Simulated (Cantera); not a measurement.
Cantera run:

```python
import numpy as np
import cantera as ct

gas_names = """
    F F2 N NF NF2 NF3 N2 Si SiF SiF2 SiF3 SiF4 SiN Si2 Si2N Si3
""".split()
cond_names = """
    Si(cr) Si(L) Si3N4(a)
""".split()


# ... load() reads the species with a 1 bar reference pressure and builds the phases ...
atoms = {
    'Si': {'Si': 1},
    'NF3': {'N': 1, 'F': 3},
    'N2': {'N': 2},
}
top_T = {'Si3N4(a)': 2400}  # K; cautious upper limits of use, not melting points


# ... equilibrate(T, P, feed) seeds the gas with the atoms and calls Mixture.equilibrate('TP', solver="vcs", rtol=1e-11, max_steps=5000) ...
results = []
feed = {'Si': 1, 'NF3': 1.5, 'N2': 0.36}  # mol
P = 19000  # Pa
for T in [623, 673, 723, 773, 823, 873, 923, 973, 1023]:
    mix = equilibrate(T, P, feed)
    results.append((T, P, feed, dict(zip(mix.species_names, mix.species_moles))))
    x = sorted(zip(gas.X, gas.species_names), reverse=True)
    print(f"T = {T:g} K  P = {P:g} Pa  gas = {mix.phase_moles(0):.4g} mol")
    print("   x: " + "  ".join(f"{s} {v:.3e}" for v, s in x if v > 0.001))
    print("   condensed (mol): " + ("  ".join(f"{mix.phase(i).name} {mix.phase_moles(i):.4g}"
          for i in range(1, mix.n_phases) if mix.phase_moles(i) > 1e-12) or "none"))
```

It prints:

```
T = 623 K  P = 19000 Pa  gas = 2.197 mol
   x: N2 4.681e-01  SiF4 4.552e-01  NF3 7.439e-02  F2 2.208e-03
   condensed (mol): none
T = 673 K  P = 19000 Pa  gas = 2.205 mol
   x: N2 4.682e-01  SiF4 4.536e-01  NF3 7.054e-02  F2 7.499e-03
   condensed (mol): none
T = 723 K  P = 19000 Pa  gas = 2.225 mol
   x: N2 4.683e-01  SiF4 4.495e-01  NF3 6.125e-02  F2 2.013e-02
   condensed (mol): none
T = 773 K  P = 19000 Pa  gas = 2.261 mol
   x: N2 4.684e-01  SiF4 4.422e-01  NF3 4.492e-02  F2 4.190e-02  F 2.542e-03
   condensed (mol): none
T = 823 K  P = 19000 Pa  gas = 2.308 mol
   x: N2 4.679e-01  SiF4 4.332e-01  F2 6.607e-02  NF3 2.585e-02  F 6.914e-03
   condensed (mol): none
T = 873 K  P = 19000 Pa  gas = 2.35 mol
   x: N2 4.664e-01  SiF4 4.255e-01  F2 8.108e-02  F 1.521e-02  NF3 1.179e-02
   condensed (mol): none
T = 923 K  P = 19000 Pa  gas = 2.383 mol
   x: N2 4.635e-01  SiF4 4.197e-01  F2 8.365e-02  F 2.851e-02  NF3 4.673e-03
   condensed (mol): none
T = 973 K  P = 19000 Pa  gas = 2.413 mol
   x: N2 4.591e-01  SiF4 4.144e-01  F2 7.724e-02  F 4.752e-02  NF3 1.734e-03
   condensed (mol): none
T = 1023 K  P = 19000 Pa  gas = 2.446 mol
   x: N2 4.534e-01  SiF4 4.088e-01  F 7.190e-02  F2 6.532e-02
   condensed (mol): none
```

These are equilibrium values from Cantera (NASA tables, ideal gas, pure condensed phases), not measurements of a reactor.
